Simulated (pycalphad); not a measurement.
Computed with pycalphad from the COST 507 light-alloy database (1999), at 1 atm. These are 1990s assessments: newer ones move some temperatures and phases. Diffusion is slow at the low end, where real alloys seldom reach equilibrium.

Molar enthalpy of Ti-1.112Si (wt.%) in equilibrium (SER reference):

```json
[
 {"T (°C)": "2327", "H (kJ/mol)": "96.94", "phases": "liquid"},
 {"T (°C)": "2207", "H (kJ/mol)": "91.43", "phases": "liquid"},
 {"T (°C)": "2087", "H (kJ/mol)": "85.91", "phases": "liquid"},
 {"T (°C)": "1967", "H (kJ/mol)": "80.40", "phases": "liquid"},
 {"T (°C)": "1847", "H (kJ/mol)": "74.89", "phases": "liquid"},
 {"T (°C)": "1727", "H (kJ/mol)": "69.38", "phases": "liquid"},
 {"T (°C)": "1687", "H (kJ/mol)": "67.54", "phases": "liquid"},
 {"T (°C)": "1647", "H (kJ/mol)": "65.70", "phases": "liquid"},
 {"T (°C)": "1607", "H (kJ/mol)": "56.63", "phases": "bcc + liquid"},
 {"T (°C)": "1487", "H (kJ/mol)": "46.42", "phases": "bcc + liquid"},
 {"T (°C)": "1447", "H (kJ/mol)": "44.42", "phases": "bcc"},
 {"T (°C)": "1407", "H (kJ/mol)": "43.05", "phases": "bcc"},
 {"T (°C)": "1367", "H (kJ/mol)": "41.70", "phases": "bcc"},
 {"T (°C)": "1247", "H (kJ/mol)": "37.77", "phases": "bcc"},
 {"T (°C)": "1127", "H (kJ/mol)": "34.00", "phases": "bcc"},
 {"T (°C)": "1007", "H (kJ/mol)": "30.35", "phases": "bcc"},
 {"T (°C)": "887", "H (kJ/mol)": "26.54", "phases": "bcc + SITI3"},
 {"T (°C)": "767", "H (kJ/mol)": "18.16", "phases": "hcp + SITI3"},
 {"T (°C)": "647", "H (kJ/mol)": "14.25", "phases": "hcp + SITI3"},
 {"T (°C)": "527", "H (kJ/mol)": "10.48", "phases": "hcp + SITI3"},
 {"T (°C)": "407", "H (kJ/mol)": "6.83", "phases": "hcp + SITI3"},
 {"T (°C)": "287", "H (kJ/mol)": "3.33", "phases": "hcp + SITI3"}
]
```

Cooling from 1647 °C to 1447 °C, across the freezing range, releases 21.3 kJ/mol, or 448 J/g. The slope is 46 J/(mol K) in the liquid and 34 J/(mol K) just below the solidus, where it includes any heat of precipitation. Liquidus 1634 °C, solidus 1461 °C. Changes were sought between steps of 40 K, so a narrower field can be missed.

Database names, with the compositions (at.%) that they take in these runs: SITI3: Ti 75 Si 25.
